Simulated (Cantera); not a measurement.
Mixture: 9.59 % CH4, 0.384 % C2H6, 0.853 % C3H8, 24.7 % O2, 64.4 % N2, equivalence ratio 1.0, at 240000 Pa, adiabatic and at constant volume. Ignition delay is the time to a rise of 400 K.

Model: GRI-Mech 3.0 (53 species, 325 reactions), integrated in Cantera.

### Question
Predict: delay at 1125 K; delay at 1200 K; delay at 1275 K; delay at 1350 K; delay at 1425 K; delay at 1500 K; delay at 1575 K; apparent activation energy between 1425 and 1575 K.

### Answer
| Item | Result |
|---|---|
| delay at 1125 K | 13.4 ms |
| delay at 1200 K | 4.06 ms |
| delay at 1275 K | 1.27 ms |
| delay at 1350 K | 0.440 ms |
| delay at 1425 K | 0.172 ms |
| delay at 1500 K | 77.3 µs |
| delay at 1575 K | 39.3 µs |
| apparent activation energy between 1425 and 1575 K | 180 kJ/mol |
